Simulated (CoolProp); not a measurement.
Computed with CoolProp (reference Helmholtz-energy equation of state, Eisenbach 2021).

**Question.** For propylene glycol, give the phase and the cp (kJ/(kg K)), cv (kJ/(kg K)), speed of sound (m/s), isothermal compressibility (1/MPa) at 127.45 °C and 0.0715 MPa; 42.55 °C and 7.54 MPa; 104.85 °C and 22.1 MPa.

**Answer.** 
- 127.45 °C and 0.0715 MPa: liquid; cp 3.05, cv 2.62, speed of sound 1210, isothermal compressibility 0.000838
- 42.55 °C and 7.54 MPa: liquid; cp 2.59, cv 2.25, speed of sound 1490, isothermal compressibility 0.000507
- 104.85 °C and 22.1 MPa: liquid; cp 2.91, cv 2.52, speed of sound 1380, isothermal compressibility 0.000620
